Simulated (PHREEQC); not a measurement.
PHREEQC input (ion-association model, phreeqc.dat):

```
SOLUTION_SPECIES
  CO3-2 + 10 H+ + 8 e- = CH4 + 3 H2O  # shut off: no methane
    -log_k -100
    -delta_h 0
    -analytic -100
SOLUTION 1
  temp 25
  units mol/kgw
  pH 7 charge
  C(4) 0.099
  Na 0.099
END
SELECTED_OUTPUT 1
  -reset false
  -pH true
  -pe true
  -ionic_strength true
  -water true
  -totals C Na C(-4) C(4) Hdg Ntg
  -molalities H+ Na+ CO3-2 OH- HCO3- CO2 (CO2)2 NaOH NaCO3- NaHCO3
USER_PUNCH 1
  -headings p_Hdg(g) phi_Hdg(g) p_Ntg(g) phi_Ntg(g) p_H2O(g) phi_H2O(g) density
  10 PUNCH PR_P("Hdg(g)"), PR_PHI("Hdg(g)"), PR_P("Ntg(g)"), PR_PHI("Ntg(g)"), PR_P("H2O(g)"), PR_PHI("H2O(g)"), RHO
PRINT
  -reset false
USE solution 1
REACTION_TEMPERATURE 1
  50
GAS_PHASE 1
  -fixed_pressure
  -pressure 2
  -temperature 50
  -volume 20
  Hdg(g) 1.38
  Ntg(g) 0.62
  H2O(g) 0
END
# ... the last block is repeated for the other 12 points of P (atm)
```

Selected output (columns that matter, 13 of 13 rows; P (atm) added in front):

```
P (atm)	pH	mu	C	Na	Hdg	Ntg	m_H+	p_Hdg(g)	phi_Hdg(g)	p_Ntg(g)	phi_Ntg(g)	p_H2O(g)	phi_H2O(g)	density
2	7.7643	0.095753	0.099174	0.099174	0.00092544	0.00029302	2.097e-08	1.2957	1.0006	0.58227	0.99992	0.12205	0.99184	0.9938
5	7.763	0.095742	0.099169	0.099169	0.0023974	0.00075811	2.1032e-08	3.3646	1.0015	1.512	0.99953	0.12339	0.98307	0.99389
10	7.7608	0.095732	0.09917	0.09917	0.0048354	0.0015258	2.1137e-08	6.8127	1.0029	3.0616	0.99898	0.12563	0.96881	0.99405
20	7.7564	0.095714	0.099174	0.099174	0.0096547	0.0030339	2.1347e-08	13.709	1.0059	6.1608	0.9981	0.13017	0.94139	0.99435
30	7.7521	0.095698	0.09918	0.09918	0.0144	0.0045071	2.1559e-08	20.605	1.009	9.26	0.99746	0.13478	0.91537	0.99466
40	7.7478	0.095681	0.099185	0.099185	0.019073	0.0059471	2.1772e-08	27.501	1.0122	12.359	0.99706	0.13945	0.89066	0.99497
50	7.7435	0.095663	0.099191	0.099191	0.023676	0.0073555	2.1987e-08	34.397	1.0154	15.458	0.99689	0.1442	0.86719	0.99528
75	7.7327	0.095619	0.099206	0.099206	0.034887	0.010747	2.253e-08	51.638	1.0238	23.206	0.99744	0.15633	0.81351	0.99605
100	7.7221	0.095573	0.09922	0.09922	0.045691	0.013971	2.3082e-08	68.877	1.0327	30.954	0.99928	0.1688	0.76618	0.99684
150	7.7011	0.095475	0.099249	0.099249	0.066169	0.019984	2.4214e-08	103.36	1.0516	46.449	1.0066	0.19459	0.6873	0.99841
200	7.6803	0.095367	0.099277	0.099277	0.085262	0.025509	2.5383e-08	137.83	1.072	61.944	1.0182	0.22123	0.62511	1
300	7.6398	0.095121	0.09933	0.09933	0.11978	0.035427	2.7835e-08	206.79	1.1171	92.933	1.0525	0.27588	0.53578	1.0032
400	7.6005	0.09483	0.099376	0.099376	0.15007	0.044199	3.0442e-08	275.75	1.1678	123.92	1.0997	0.33092	0.47721	1.0065
```

Species that the database lacks are ignored. At this temperature some constants are extrapolated from 25 °C, and those without enthalpy data are left unchanged.
